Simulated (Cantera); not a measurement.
A perfectly stirred reactor is fed with H₂ : O₂ : N₂ = 1 : 0.82 : 3.08 (molar parts), equivalence ratio 0.61, at 2.37 atm; it is adiabatic with a 573 K inlet, and is followed from long to short residence time, starting on the burning branch (τ in s: 0.066, 0.022, 0.0072, 0.0024, 0.0008, 0.00026, 8.8e-05, 2.9e-05, 9.6e-06, 3.2e-06).

Model: GRI-Mech 3.0 (53 species, 325 reactions), integrated in Cantera. The hydrogen kinetics of GRI-Mech 3.0 are dated; newer H2 mechanisms differ, most at raised pressure.

Question: What does this change do: pressure from 2.37 atm to 9.87 atm?

Answer: 
| quantity | before | after |
|---|---|---|
| blow-out, bracketed by the residence times tried | burning at 9.60 µs, out at 3.20 µs | burning at 3.20 µs, the shortest tried |
| x(H₂) at τ = 66.0 ms | 0.000343 | 0.000152 |
| x(O₂) at τ = 66.0 ms | 0.0717 | 0.0718 |
| x(H₂O₂) at τ = 66.0 ms | 2.32e-7 | 4.70e-7 |
| x(O) at τ = 66.0 ms | 0.000243 | 0.000109 |
| x(NO₂) at τ = 66.0 ms | 6.35e-7 | 2.49e-6 |
| x(H₂) at τ = 0.260 ms | 0.00532 | 0.00136 |
| x(O₂) at τ = 0.260 ms | 0.0712 | 0.0719 |
| x(H₂O₂) at τ = 0.260 ms | 8.20e-7 | 1.11e-6 |
| x(O) at τ = 0.260 ms | 0.00333 | 0.000553 |
| x(NO₂) at τ = 0.260 ms | 3.29e-8 | 1.48e-7 |
